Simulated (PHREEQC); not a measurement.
A solution holds 110 mmol/kgw Cu(NO3)2, 0.79 mmol/kgw HCl and 0.23 mmol/kgw NaCl, at 76 °C. Closed to the air; pH follows from the charge balance.

Computed with PHREEQC (ion-association model, phreeqc.dat).

```csv
quantity,before,after
pH,3.19,3.45
Cl- (mol/kgw),0.000629,0.000368
SI of Halite (NaCl),-8.78,-9.26
```

Q: Which change was made?
(A) Cu(NO3)2 left out
(B) diluted 2-fold with water
(C) temperature from 76 to 15 °C
(D) HCl left out
(E) 0.0059 mol/kgw H2SO4 added

A: B, diluted 2-fold with water

This is a speciation only: nothing precipitates in the calculation. Constants without temperature data keep their 25 °C values here.
